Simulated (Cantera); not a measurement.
Input: 1 mol Si, 1.4 mol HCl, 5.8 mol H2, at 1 atm.

Method: chemical equilibrium by Gibbs-energy minimisation in Cantera with the NASA 1993 tables (ideal gas, pure condensed phases). Candidate condensed phases: Si; 19 gas species. The tables' values for SiCl3 are old estimates; treat these amounts as uncertain. Kinetics and transport are ignored.

log p: log10 of the partial pressure in bar; n: condensed amount in mol.

```csv
T (K),log p H2,log p HCl,log p SiCl2,log p SiCl4,log p SiHCl3,log p SiCl3,n Si(s)
725,-0.02,-3.46,-7.01,-1.50,-1.57,-5.45,0.600
800,-0.02,-2.98,-5.93,-1.50,-1.59,-4.74,0.602
875,-0.02,-2.58,-5.03,-1.50,-1.60,-4.15,0.606
950,-0.02,(withheld),(withheld),-1.50,-1.62,-3.66,0.612
1025,-0.02,-1.97,-3.66,-1.52,-1.64,-3.25,0.621
1100,-0.03,(withheld),(withheld),-1.54,-1.67,-2.91,0.634
1175,-0.03,-1.53,-2.68,-1.59,-1.71,-2.63,0.649
1250,-0.04,-1.37,-2.30,-1.66,-1.78,-2.41,0.665
1325,-0.04,-1.24,-1.99,-1.78,-1.88,-2.26,0.677
1400,-0.05,-1.14,-1.76,-1.97,-2.03,-2.18,0.683
1475,-0.05,-1.07,-1.59,-2.22,-2.22,-2.17,0.683
1550,-0.06,-1.03,-1.49,-2.53,-2.46,-2.23,0.679
```

**Question.** Some entries are withheld; supply them.

**Answer.** 
- 950, log p HCl: -2.25
- 950, log p SiCl2: -4.29
- 1100, log p HCl: -1.73
- 1100, log p SiCl2: -3.13
